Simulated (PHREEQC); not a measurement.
0.2 g of hydrous ferric oxide (600 m²/g; 0.2 weak and 0.005 strong sites per Fe, Dzombak-Morel constants, diffuse double layer) in 1 kg of water with 0.005 mol/kgw of an inert sodium salt and 0.00053 mol/kgw Na2SO4 and 5.2e-05 mol/kgw Ag2SO4, at 25 °C; the pH is set by adding NaOH or the inert anion's acid. Oxygen is held at 0.21 atm. The system is closed to CO2. Nothing may precipitate in this run.

Base run: PHREEQC, ion-association model, wateq4f.dat. Each further column changes one thing. The table gives S sorbed (%).

| pH | base | no electrostatic term (-no_edl) | background salt from 0.005 to 0.0005 mol/kgw | oxide from 0.2 to 1 g/kgw |
|---|---|---|---|---|
| 3 | 36.3 | 0.1 | 37.5 | 100.0 |
| 3.5 | 36.3 | 0.1 | 37.6 | 100.0 |
| 4 | 35.8 | 0.1 | 37.1 | 99.9 |
| 4.5 | 34.3 | 0.1 | 35.5 | 99.6 |
| 5 | 30.9 | 0.1 | 32.1 | 97.9 |
| 5.5 | 25.4 | 0.1 | 26.6 | 90.7 |
| 6.5 | 11.5 | 0.1 | 12.3 | 48.9 |
| 7 | 5.5 | 0.1 | 6.1 | 24.8 |
| 7.5 | 1.6 | 0.2 | 1.8 | 7.5 |
| 8 | 0.2 | 0.2 | 0.3 | 1.2 |
| 8.5 | 0.0 | 0.1 | 0.0 | 0.1 |
| 9 | 0.0 | 0.1 | 0.0 | 0.0 |

The oxide is taken as insoluble; below pH 4 it would dissolve.
